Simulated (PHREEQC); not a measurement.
Make-up at 90 °C: 0.003 mol CuSO4, 0.00086 mol NaH2PO4 and 0.00096 mol NaCl per kg of water. Closed to the air; pH follows from the charge balance.

Equilibrium calculation in PHREEQC: ion-association model, wateq4f.dat.

Precipitation was switched off in this run.

Problem. Estimate the pH, ionic strength.

Solution. pH 4.52; ionic strength 0.0112 mol/kgw.

Problem. In which forms is Cu present?

Solution. Cu+2 76 %, CuSO4 20 %, Cu2(OH)2+2 2.1 %, CuCl+ 1.6 % of the Cu.

Examples of supersaturated solids here: Tenorite (slow to form). Others may be too. H3PO4, which wateq4f.dat lacks, is added to it with the constant of phreeqc.dat. Away from 25 °C the constants follow the database's enthalpies or fits; those with neither stay at their 25 °C values. The database has no phosphate complexes of Cu.
